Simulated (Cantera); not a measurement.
An adiabatic, constant-volume homogeneous reactor starts with 1.41 % CO, 1.09 % H2, 1.41 % CH4, 9.07 % O2, 87.0 % N2, equivalence ratio 0.45, at 1650 K and 9.87 atm.

Model: GRI-Mech 3.0 (53 species, 325 reactions), integrated in Cantera.

x: mole fraction; the columns are a selection and need not sum to one.

```csv
t (s),T (K),P (bar),x CO,x H2,x CH4,x OH,x CO2,x H2O2
4.00e-6,1650,10.0,0.0141,0.0109,0.0141,(withheld),2.59e-6,3.27e-8
1.46e-5,1718,10.4,0.0162,0.0100,0.00880,(withheld),0.000599,2.99e-6
5.31e-5,2249,13.5,0.00121,0.000171,<1e-12,(withheld),0.0274,1.65e-7
0.000193,2263,13.6,0.000319,7.95e-5,<1e-12,0.00145,0.0283,1.29e-7
0.000705,2263,13.6,0.000317,7.93e-5,<1e-12,0.00145,0.0283,1.29e-7
0.00257,2262,13.5,0.000315,7.90e-5,<1e-12,0.00144,0.0283,1.28e-7
0.00935,2258,13.5,0.000311,7.80e-5,<1e-12,0.00142,0.0283,1.26e-7
0.0341,2251,13.5,0.000300,7.56e-5,<1e-12,0.00137,0.0283,1.22e-7
0.124,2244,13.4,0.000291,7.36e-5,<1e-12,0.00133,0.0283,1.18e-7
0.452,2243,13.4,0.000290,7.35e-5,<1e-12,0.00133,0.0283,1.18e-7
1.65,2243,13.4,0.000290,7.35e-5,<1e-12,0.00133,0.0283,1.18e-7
6.00,2243,13.4,0.000290,7.35e-5,<1e-12,0.00133,0.0283,1.18e-7
```

Fill in the missing entries.


- 4.00e-6, x OH: 2.17e-6
- 1.46e-5, x OH: 0.000259
- 5.31e-5, x OH: 0.00204
